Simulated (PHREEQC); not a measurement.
Acid rinse or clean: speciation

Make-up at 25 °C: 3.2 mmol/kgw HNO3 and 0.035 mmol/kgw FeCl3. Closed to the air; pH follows from the charge balance.

The numbers come from PHREEQC with the ion-association model, phreeqc.dat.

Each row changes one thing in this solution. This is a speciation only: nothing precipitates in the calculation.

```tsv
case	pH	ionic strength (mol/kgw)	FeOH+2 (mol/kgw)	Fe+3 (mol/kgw)	Fe(OH)2+ (mol/kgw)	Fe(OH)3 (mol/kgw)	SI of Goethite (FeOOH)	SI of Hematite (Fe2O3)
as made	2.52	0.00336	2.04e-5	1.27e-5	1.84e-6	7.33e-11	+3.43	+8.86
temperature from 25 to 85 °C	2.52	0.00333	2.16e-5	7.31e-7	1.27e-5	4.41e-9	+3.94	+10.11
4.3e-05 mol/kgw Ca(OH)2 added	2.53	0.00341	2.06e-5	1.24e-5	1.91e-6	7.80e-11	___	+8.91
FeCl3 from 3.5e-05 to 7e-05 mol/kgw	___	0.00353	4.06e-5	2.55e-5	___	1.43e-10	+3.72	+9.44
diluted 100-fold with water	4.49	3.31e-5	3.17e-8	1.65e-10	3.17e-7	1.25e-9	+4.66	+11.32
FeCl3 from 3.5e-05 to 0.00035 mol/kgw	2.49	0.00485	0.000195	0.000133	___	6.01e-10	+4.34	+10.69
HNO3 from 0.0032 to 0.00288 mol/kgw	2.56	0.00304	2.11e-5	1.17e-5	2.13e-6	9.39e-11	+3.53	+9.07
HNO3 from 0.0032 to 0.00032 mol/kgw	3.44	0.000447	___	1.14e-6	1.56e-5	5.43e-9	+5.29	+12.60
```

Problem. Fill in the missing entries.

Solution. 
- 4.3e-05 mol/kgw Ca(OH)2 added, SI of Goethite (FeOOH): +3.45
- FeCl3 from 3.5e-05 to 7e-05 mol/kgw, pH: 2.51
- FeCl3 from 3.5e-05 to 7e-05 mol/kgw, Fe(OH)2+ (mol/kgw): 3.63e-6
- FeCl3 from 3.5e-05 to 0.00035 mol/kgw, Fe(OH)2+ (mol/kgw): 1.61e-5
- HNO3 from 0.0032 to 0.00032 mol/kgw, FeOH+2 (mol/kgw): 1.82e-5

Complexes and solids missing from the database can't appear. Some of these states are supersaturated (in Hematite (slow to form), Goethite (slow to form), for instance). Constants without temperature data keep their 25 °C values here.
